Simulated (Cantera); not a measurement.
A freely propagating, adiabatic, planar premixed flame of CH4 : H2 : O2 : N2 = 1 : 0.046 : 1.84 : 6.91 (molar parts), equivalence ratio 1.1, unburnt at 525 K and 9.87 atm; mixture-averaged transport, grid criteria slope 0.08 and curve 0.16, no radiation.

Model: GRI-Mech 3.0 (53 species, 325 reactions), integrated in Cantera. Burning velocities carry a grid error of a few per cent, more on coarse grids.

x: mole fraction of selected species; z is measured from the peak of heat release.

```json
[
 {"z (mm)": "-0.209", "T (K)": "526", "u (m/s)": "0.421", "x CH4": "0.102", "x H2": "0.00573", "x O2": "0.188", "x NO2": "<1e-8", "x CO": "1.31e-5", "x NO": "<1e-8"},
 {"z (mm)": "-0.140", "T (K)": "533", "u (m/s)": "0.427", "x CH4": "0.101", "x H2": "0.00730", "x O2": "0.187", "x NO2": "5.53e-8", "x CO": "0.000143", "x NO": "2.18e-8"},
 {"z (mm)": "-0.105", "T (K)": "556", "u (m/s)": "0.447", "x CH4": "0.0994", "x H2": "0.00907", "x O2": "0.185", "x NO2": "2.53e-7", "x CO": "0.000593", "x NO": "9.88e-8"},
 {"z (mm)": "-0.0698", "T (K)": "[?]", "u (m/s)": "0.546", "x CH4": "[?]", "x H2": "[?]", "x O2": "0.175", "x NO2": "[?]", "x CO": "[?]", "x NO": "[?]"},
 {"z (mm)": "-0.0349", "T (K)": "1164", "u (m/s)": "0.952", "x CH4": "0.0597", "x H2": "0.0165", "x O2": "0.130", "x NO2": "3.11e-6", "x CO": "0.0175", "x NO": "9.63e-6"},
 {"z (mm)": "-0.0174", "T (K)": "1598", "u (m/s)": "1.32", "x CH4": "0.0309", "x H2": "0.0187", "x O2": "0.0849", "x NO2": "1.03e-6", "x CO": "0.0325", "x NO": "2.32e-5"},
 {"z (mm)": "0", "T (K)": "2005", "u (m/s)": "1.66", "x CH4": "0.00602", "x H2": "0.0187", "x O2": "0.0369", "x NO2": "8.75e-8", "x CO": "0.0452", "x NO": "4.30e-5"},
 {"z (mm)": "0.0174", "T (K)": "2180", "u (m/s)": "1.79", "x CH4": "0.000275", "x H2": "0.0154", "x O2": "0.0133", "x NO2": "4.24e-8", "x CO": "0.0411", "x NO": "6.84e-5"},
 {"z (mm)": "0.0349", "T (K)": "2242", "u (m/s)": "1.84", "x CH4": "7.42e-6", "x H2": "0.0139", "x O2": "0.00666", "x NO2": "4.52e-8", "x CO": "0.0342", "x NO": "8.39e-5"},
 {"z (mm)": "0.0698", "T (K)": "2302", "u (m/s)": "1.88", "x CH4": "[?]", "x H2": "0.0131", "x O2": "[?]", "x NO2": "[?]", "x CO": "0.0293", "x NO": "[?]"},
 {"z (mm)": "0.140", "T (K)": "2347", "u (m/s)": "1.91", "x CH4": "<1e-8", "x H2": "0.0123", "x O2": "0.00156", "x NO2": "2.96e-8", "x CO": "0.0272", "x NO": "0.000106"},
 {"z (mm)": "0.279", "T (K)": "2373", "u (m/s)": "1.93", "x CH4": "<1e-8", "x H2": "0.0117", "x O2": "0.000684", "x NO2": "2.08e-8", "x CO": "0.0262", "x NO": "0.000116"},
 {"z (mm)": "0.558", "T (K)": "2382", "u (m/s)": "1.94", "x CH4": "<1e-8", "x H2": "0.0115", "x O2": "0.000377", "x NO2": "1.69e-8", "x CO": "0.0257", "x NO": "0.000126"}
]
```

Q: What belongs in the gaps?

A: 
- -0.0698, T (K): 676
- -0.0698, x CH4: 0.0913
- -0.0698, x H2: 0.0122
- -0.0698, x NO2: 1.45e-6
- -0.0698, x CO: 0.00333
- -0.0698, x NO: 8.16e-7
- 0.0698, x CH4: 1.64e-8
- 0.0698, x O2: 0.00333
- 0.0698, x NO2: 3.97e-8
- 0.0698, x NO: 9.61e-5
